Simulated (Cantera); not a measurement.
Feed: 1 mol n-butane, 0.069 mol NH3, 18 mol N2, equilibrated at 0.0133 bar.

These are equilibrium values from Cantera (NASA tables, ideal gas, pure condensed phases), not measurements of a reactor. Candidate condensed phases: C, C6H6, C7H8, C8H18; 92 gas species. Kinetics and transport are ignored.

x: gas mole fraction; n: condensed amount in mol.

```json
[
 {"T (°C)": "727", "x N2": "0.779", "x H2": "0.220", "x H": "9.23e-9", "x HCN": "2.15e-6", "x HNC": "3.18e-9", "x C2H2 (acetylene)": "(withheld)", "n C(graphite)": "4.00"},
 {"T (°C)": "877", "x N2": "0.779", "x H2": "0.221", "x H": "3.03e-7", "x HCN": "1.73e-5", "x HNC": "6.64e-8", "x C2H2 (acetylene)": "(withheld)", "n C(graphite)": "4.00"},
 {"T (°C)": "1027", "x N2": "0.779", "x H2": "0.221", "x H": "4.50e-6", "x HCN": "8.58e-5", "x HNC": "6.85e-7", "x C2H2 (acetylene)": "(withheld)", "n C(graphite)": "4.00"},
 {"T (°C)": "1177", "x N2": "0.779", "x H2": "0.220", "x H": "3.85e-5", "x HCN": "0.000304", "x HNC": "4.34e-6", "x C2H2 (acetylene)": "(withheld)", "n C(graphite)": "3.99"},
 {"T (°C)": "1327", "x N2": "0.779", "x H2": "0.220", "x H": "0.000221", "x HCN": "0.000847", "x HNC": "1.94e-5", "x C2H2 (acetylene)": "(withheld)", "n C(graphite)": "3.98"},
 {"T (°C)": "1477", "x N2": "0.778", "x H2": "0.219", "x H": "0.000943", "x HCN": "0.00197", "x HNC": "6.67e-5", "x C2H2 (acetylene)": "(withheld)", "n C(graphite)": "3.95"},
 {"T (°C)": "1627", "x N2": "0.776", "x H2": "0.216", "x H": "0.00320", "x HCN": "0.00399", "x HNC": "0.000187", "x C2H2 (acetylene)": "(withheld)", "n C(graphite)": "3.90"},
 {"T (°C)": "1777", "x N2": "0.772", "x H2": "0.211", "x H": "0.00903", "x HCN": "0.00721", "x HNC": "0.000448", "x C2H2 (acetylene)": "(withheld)", "n C(graphite)": "3.81"},
 {"T (°C)": "1927", "x N2": "0.765", "x H2": "0.200", "x H": "0.0218", "x HCN": "0.0118", "x HNC": "0.000932", "x C2H2 (acetylene)": "(withheld)", "n C(graphite)": "3.68"},
 {"T (°C)": "2077", "x N2": "0.752", "x H2": "0.182", "x H": "0.0461", "x HCN": "0.0176", "x HNC": "0.00171", "x C2H2 (acetylene)": "(withheld)", "n C(graphite)": "3.49"}
]
```

Problem. Fill in the missing entries.

Solution. 
- 727, x C2H2 (acetylene): 2.52e-10
- 877, x C2H2 (acetylene): 8.53e-9
- 1027, x C2H2 (acetylene): 1.27e-7
- 1177, x C2H2 (acetylene): 1.07e-6
- 1327, x C2H2 (acetylene): 6.05e-6
- 1477, x C2H2 (acetylene): 2.52e-5
- 1627, x C2H2 (acetylene): 8.26e-5
- 1777, x C2H2 (acetylene): 0.000224
- 1927, x C2H2 (acetylene): 0.000513
- 2077, x C2H2 (acetylene): 0.00100
